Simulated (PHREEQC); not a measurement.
Model water analysis in mmol/kgw, 25 °C, pH 7.57, pe -1.5: Na 273; K 0.509; Ca 56.9; Mg 57; Cl 486; S(6) 2.37; Alkalinity (meq/kgw) 0.302; Mn(2) 0.526; Si 1.5.

Valence states are taken as typed.

All values are PHREEQC results (ion-association model, phreeqc.dat), not measurements.

Precipitation was switched off in this run.

What activity of water does the model give?

activity of water 0.985.

In which forms is S present?

SO4-2 43 %, MgSO4 27 %, CaSO4 18 %, NaSO4- 12 % of the S.

The solution is supersaturated, for example in Rhodochrosite, Quartz (slow to form), so a real one may precipitate; this is no full list.
